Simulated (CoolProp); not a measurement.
The fluid at 304.3 K and 0.00835 MPa expands adiabatically to 0.00287 MPa with isentropic efficiency 0.9. The same conditions are run with several fluids, on thermodynamics alone (safety and materials aside).

Values from CoolProp's reference Helmholtz-energy equation of state of each fluid (methanol: de Reuck 1993; hydrogen chloride: Thol 2018; cis-2-butene: Lemmon 2005; ethane: Bücker 2006; nitrogen: Span 2000).

### Question
Rank methanol, hydrogen chloride, cis-2-butene, ethane, nitrogen by work (kJ/kg), highest first.

### Answer
nitrogen (74.8), ethane (74.2), methanol (69.3), hydrogen chloride (57.5), cis-2-butene (40.9)

```csv
fluid,final temperature (K),final phase,final density (kg/m³)
methanol,267.8,"two-phase, vapour fraction 0.989",0.0422
hydrogen chloride,232.3,gas,0.0542
cis-2-butene,275.1,gas,0.0705
ethane,260.2,gas,0.0399
nitrogen,232.3,gas,0.0416
```
